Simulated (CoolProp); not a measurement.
The numbers come from the reference Helmholtz-energy equation of state, Akasaka 2024 in CoolProp.

### Question
For R1132(E), give the phase and the density (kg/m³), speed of sound (m/s), expansivity (1/kK), fugacity coefficient at 309.5 K and 4.1 bar; 343.4 K and 4.1 bar.

### Answer
- 309.5 K and 4.1 bar: gas; density 10.7, speed of sound 209, expansivity 3.74, fugacity coefficient 0.959
- 343.4 K and 4.1 bar: gas; density 9.48, speed of sound 221, expansivity 3.22, fugacity coefficient 0.971
